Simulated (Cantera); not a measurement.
Input: 1 mol TiCl4, 66 mol H2, equilibrated at 1075 K and 97.5 Torr.

Equilibrium computed with Cantera from the NASA thermochemical tables; the gas is ideal and each condensed phase is pure. Candidate condensed phases: Ti, TiCl2, TiCl3, TiCl4; 10 gas species. Equilibrium is a limit: real reactors are often held back by kinetics, nucleation or transport.

Base state: H2 0.976, HCl 0.00940, TiCl3 0.00940, TiCl4 0.00546 (mole fractions); condensed: gas only.

### Question
What changes in the equilibrium state with this change: temperature from 1075 K to 1350 K?

### Answer
```csv
species,before,after
H2,0.976,0.971
HCl,0.00940,0.0144
TiCl3,0.00940,0.0139
TiCl4,0.00546,0.000695
TiCl2,2.69e-6,0.000270
```
The tables' values for TiCl2 are old estimates; treat these amounts as uncertain.
